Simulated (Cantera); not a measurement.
# Diamond growth

A diamond (100) surface in a fixed gas of H2 with x(CH4) = 0.0044, x(H) = 0.00071, at 975 K, 0.0200 bar; coverages are run to steady state.

Model: the Harris–Goodwin 1993 mechanism for the reconstructed diamond (100) surface, integrated in Cantera.

| x(CH3) | growth (µm/h) | θ c6HH | θ c6H* | θ c6*H | θ c6** | θ c6HM |
|---|---|---|---|---|---|---|
| 1e-06 | 0.00677 | 0.623 | 0.0160 | 0.353 | 0.00745 | 0.000610 |
| 2.4e-06 | 0.0162 | 0.622 | 0.0160 | 0.352 | 0.00744 | 0.00146 |
| 6e-06 | 0.0404 | 0.621 | 0.0160 | 0.351 | 0.00741 | 0.00364 |
| 1.5e-05 | 0.100 | 0.616 | 0.0158 | 0.348 | 0.00733 | 0.00903 |
| 3.6e-05 | 0.236 | 0.606 | 0.0156 | 0.343 | 0.00716 | 0.0213 |
| 8.7e-05 | 0.545 | 0.583 | 0.0150 | 0.329 | 0.00677 | 0.0491 |
| 0.00021 | 1.19 | 0.536 | 0.0137 | 0.301 | 0.00597 | 0.107 |
| 0.00052 | 2.38 | 0.447 | 0.0113 | 0.250 | 0.00452 | 0.215 |
| 0.0013 | 4.02 | 0.325 | 0.00808 | 0.178 | 0.00265 | 0.364 |
θ: site fractions in the mechanism's names (c6HH fully hydrogenated, c6H* and c6*H radical sites, c6** diradical, c6HM methylated).
